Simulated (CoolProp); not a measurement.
Vapour-liquid equilibrium of n-perfluorobutane (1) + R365MFC (2) at 2.59 bar; x and y are mole fractions of (1).

Values from CoolProp's multi-fluid Helmholtz-energy mixture model, Gao 2022 and Lemmon 2016; pair parameters Bell 2016.

```tsv
x	bubble temperature, mixture model (°C)	bubble temperature, Raoult's law (°C)	y, mixture model	y, Raoult's law
0.05	55.4	65.1	0.353	0.158
0.2	37.2	54.7	0.680	0.486
0.35	31.7	46.5	0.757	0.683
0.5	29.2	39.8	0.794	0.807
0.65	27.4	34.1	0.830	0.890
0.8	25.7	29.4	0.880	0.948
0.95	24.3	25.3	0.961	0.989
```

The largest gap from Raoult's law is -17.5 K in bubble temperature, at x = 0.2. No azeotrope shows between x = 0.05 and 0.95.

The pair parameters rest on a limited set of measurements; away from them the model extrapolates. With so large a gap from Raoult's law the liquid may split in two, which this calculation doesn't test in full.
